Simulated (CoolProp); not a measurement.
R124 along the isotherm -65.95 °C: fugacity coefficient from the reference equation and from simpler models built on Tc = 122.3 °C, pc = 36.24 bar, ω = 0.288; each cubic takes its own stable root.

Values from CoolProp's reference Helmholtz-energy equation of state, de Vries 1995.

| p (bar) | phase | reference |
|---|---|---|
| 11.3 | liquid | 0.004767 |
| 22.7 | liquid | 0.002508 |
| 34 | liquid | 0.001769 |
| 45.3 | liquid | 0.001403 |
| 56.6 | liquid | 0.001186 |
| 68 | liquid | 0.001043 |
| 79.3 | liquid | 0.0009447 |
| 90.6 | liquid | 0.0008733 |

How far does each simpler model (van der Waals, Redlich-Kwong, Soave-Redlich-Kwong) lie from the reference over these 8 states: mean and median of the absolute difference, and the worst?


- van der Waals: mean 2889.9 %, median 2882.4 %, worst +3270.0 % at -65.95 °C and 90.6 bar
- Redlich-Kwong: mean 207.0 %, median 207.0 %, worst +214.1 % at -65.95 °C and 90.6 bar
- Soave-Redlich-Kwong: mean 2.0 %, median 1.9 %, worst +3.8 % at -65.95 °C and 90.6 bar
